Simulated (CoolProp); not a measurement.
R134a along the isobar 4.91 MPa: fugacity coefficient from the reference equation and from simpler models built on Tc = 374.2 K, pc = 4.059 MPa, ω = 0.327; each cubic takes its own stable root.

Model: reference Helmholtz-energy equation of state, Tillner-Roth 1994, in CoolProp.

| T (K) | phase | reference | van der Waals | Redlich-Kwong | Soave-Redlich-Kwong | Peng-Robinson |
|---|---|---|---|---|---|---|
| 212.2 | liquid | 0.003644 | 0.06586 | 0.01123 | ___ | 0.003745 |
| 217.9 | liquid | 0.005206 | 0.07595 | 0.01497 | 0.005276 | 0.005325 |
| 223.5 | liquid | 0.007231 | 0.08672 | 0.01950 | 0.007348 | 0.007369 |
| 229.1 | liquid | 0.009842 | 0.09834 | ___ | 0.01003 | 0.01000 |
| 234.7 | liquid | 0.01315 | 0.1108 | 0.03147 | 0.01344 | 0.01333 |
| 240.3 | liquid | 0.01727 | 0.1241 | 0.03910 | 0.01771 | 0.01749 |
| 246 | liquid | 0.02243 | 0.1385 | 0.04810 | 0.02307 | 0.02268 |
| 251.6 | liquid | 0.02857 | 0.1534 | 0.05823 | ___ | 0.02887 |
| 257.2 | liquid | 0.03589 | 0.1692 | 0.06971 | 0.03712 | ___ |
| 262.8 | liquid | 0.04452 | 0.1857 | 0.08258 | 0.04617 | ___ |
| 268.4 | liquid | 0.05457 | 0.2029 | 0.09687 | 0.05674 | 0.05512 |
| 274.1 | liquid | ___ | ___ | 0.1129 | 0.06919 | 0.06706 |
| 279.7 | liquid | 0.07961 | 0.2398 | ___ | 0.08318 | 0.08047 |

### Question
Some entries are withheld; supply them.

### Answer

- 212.2, Soave-Redlich-Kwong: 0.003684
- 229.1, Redlich-Kwong: 0.02497
- 251.6, Soave-Redlich-Kwong: 0.02946
- 257.2, Peng-Robinson: 0.03625
- 262.8, Peng-Robinson: 0.04496
- 274.1, reference: 0.06637
- 274.1, van der Waals: 0.2212
- 279.7, Redlich-Kwong: 0.1301
